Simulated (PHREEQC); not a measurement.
Dissolve 0.0057 mol KH2PO4, 3.2e-05 mol K2HPO4 and 0.00044 mol H4SiO4 per kg of water at 25 °C. Closed to the air; pH follows from the charge balance.

All values are PHREEQC results (ion-association model, phreeqc.dat), not measurements.

```
quantity                   before     after
------------------------  -------  --------
pH                           5.04      5.77
ionic strength (mol/kgw)  0.00582   6.14e-5
HPO4-2 (mol/kgw)          4.86e-5   2.06e-6
H3PO4 (mol/kgw)           7.10e-6   1.38e-8
KHPO4- (mol/kgw)          3.96e-7  2.23e-10
H3SiO4- (mol/kgw)         7.65e-9  3.82e-10
SI of Chalcedony (SiO2)     +0.20     -1.81
```

Task: Which change was made?
(A) diluted 100-fold with water
(B) diluted 10-fold with water
(C) K2HPO4 left out
(D) K2HPO4 from 3.2e-05 to 4.8e-05 mol/kgw

Result: A, diluted 100-fold with water

Precipitation was switched off in this run. Some of these states are supersaturated (in Quartz (slow to form), Chalcedony (slow to form), for instance).
